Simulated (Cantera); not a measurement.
Cantera run:

```python
import numpy as np
import cantera as ct

gas_names = """
    F F2 N NF NF2 NF3 N2 Si SiF SiF2 SiF3 SiF4 SiN Si2 Si2N Si3
""".split()
cond_names = """
    Si(cr) Si(L) Si3N4(a)
""".split()


# ... load() reads the species with a 1 bar reference pressure and builds the phases ...
atoms = {
    'Si': {'Si': 1},
    'NF3': {'N': 1, 'F': 3},
}
top_T = {'Si3N4(a)': 2400}  # K; cautious upper limits of use, not melting points


# ... equilibrate(T, P, feed) seeds the gas with the atoms and calls Mixture.equilibrate('TP', solver="vcs", rtol=1e-11, max_steps=5000) ...
results = []
feed = {'Si': 1, 'NF3': 1.4}  # mol
T = 1500  # K
P = 133.322  # Pa
mix = equilibrate(T, P, feed)
results.append((T, P, feed, dict(zip(mix.species_names, mix.species_moles))))
x = sorted(zip(gas.X, gas.species_names), reverse=True)
print(f"T = {T:g} K  P = {P:g} Pa  gas = {mix.phase_moles(0):.4g} mol")
print("   x: " + "  ".join(f"{s} {v:.3e}" for v, s in x if v > 0.001))
print("   condensed (mol): " + ("  ".join(f"{mix.phase(i).name} {mix.phase_moles(i):.4g}"
      for i in range(1, mix.n_phases) if mix.phase_moles(i) > 1e-12) or "none"))
```

It prints:

```
T = 1500 K  P = 133.322 Pa  gas = 1.9 mol
   x: SiF4 5.263e-01  N2 3.684e-01  F 1.053e-01
   condensed (mol): none
```

Method: chemical equilibrium by Gibbs-energy minimisation in Cantera with the NASA 1993 tables (ideal gas, pure condensed phases).
